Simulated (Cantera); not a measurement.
Input (Python, Cantera) and output of one run.

```python
import numpy as np
import cantera as ct

gas_names = [...]  # 92 gases of nasa_gas.yaml made of C, H, N
cond_names = """
    C(gr) C6H6(L) C7H8(L) C8H18(L),n-octa
""".split()


# ... load() reads the species with a 1 bar reference pressure and builds the phases ...
atoms = {
    'n-butane': {'C': 4, 'H': 10},
    'NH3': {'N': 1, 'H': 3},
    'N2': {'N': 2},
}
top_T = {'C(gr)': 4500}  # K; cautious upper limits of use, not melting points


# ... equilibrate(T, P, feed) seeds the gas with the atoms and calls Mixture.equilibrate('TP', solver="vcs", rtol=1e-11, max_steps=5000) ...
results = []
feed = {'n-butane': 1, 'NH3': 0.41, 'N2': 0.51}  # mol
P = 89  # Pa
for T in [1925, 1975, 2025, 2075, 2125, 2175, 2225, 2275]:
    mix = equilibrate(T, P, feed)
    results.append((T, P, feed, dict(zip(mix.species_names, mix.species_moles))))
    x = sorted(zip(gas.X, gas.species_names), reverse=True)
    print(f"T = {T:g} K  P = {P:g} Pa  gas = {mix.phase_moles(0):.4g} mol")
    print("   x: " + "  ".join(f"{s} {v:.3e}" for v, s in x if v > 1e-05))
    print("   condensed (mol): " + ("  ".join(f"{mix.phase(i).name} {mix.phase_moles(i):.4g}"
          for i in range(1, mix.n_phases) if mix.phase_moles(i) > 1e-12) or "none"))
```

It prints:

```
T = 1925 K  P = 89 Pa  gas = 6.425 mol
   x: H2 8.569e-01  N2 1.095e-01  H 2.966e-02  HCN 3.324e-03  C2H2,acetylene 3.924e-04  HNC 1.640e-04
   condensed (mol): C(gr) 3.973
T = 1975 K  P = 89 Pa  gas = 6.466 mol
   x: H2 8.446e-01  N2 1.084e-01  H 4.215e-02  HCN 4.039e-03  C2H2,acetylene 5.485e-04  HNC 2.192e-04
   condensed (mol): C(gr) 3.965
T = 2025 K  P = 89 Pa  gas = 6.521 mol
   x: H2 8.283e-01  N2 1.071e-01  H 5.872e-02  HCN 4.839e-03  C2H2,acetylene 7.496e-04  HNC 2.876e-04
   condensed (mol): C(gr) 3.957
T = 2075 K  P = 89 Pa  gas = 6.595 mol
   x: H2 8.073e-01  N2 1.054e-01  H 8.022e-02  HCN 5.715e-03  C2H2,acetylene 1.002e-03  HNC 3.703e-04  CN 1.578e-05
   condensed (mol): C(gr) 3.946
T = 2125 K  P = 89 Pa  gas = 6.69 mol
   x: H2 7.807e-01  H 1.075e-01  N2 1.033e-01  HCN 6.651e-03  C2H2,acetylene 1.308e-03  HNC 4.678e-04  CN 2.822e-05
   condensed (mol): C(gr) 3.935
T = 2175 K  P = 89 Pa  gas = 6.812 mol
   x: H2 7.477e-01  H 1.415e-01  N2 1.008e-01  HCN 7.622e-03  C2H2,acetylene 1.669e-03  HNC 5.798e-04  CN 4.899e-05  C2H 1.019e-05
   condensed (mol): C(gr) 3.921
T = 2225 K  P = 89 Pa  gas = 6.967 mol
   x: H2 7.079e-01  H 1.827e-01  N2 9.794e-02  HCN 8.596e-03  C2H2,acetylene 2.076e-03  HNC 7.047e-04  CN 8.270e-05  C2H 1.988e-05
   condensed (mol): C(gr) 3.905
T = 2275 K  P = 89 Pa  gas = 7.159 mol
   x: H2 6.609e-01  H 2.314e-01  N2 9.462e-02  HCN 9.533e-03  C2H2,acetylene 2.517e-03  HNC 8.393e-04  CN 1.359e-04  C2H 3.733e-05  C3 1.178e-05
   condensed (mol): C(gr) 3.888
```

Equilibrium computed with Cantera from the NASA thermochemical tables; the gas is ideal and each condensed phase is pure.
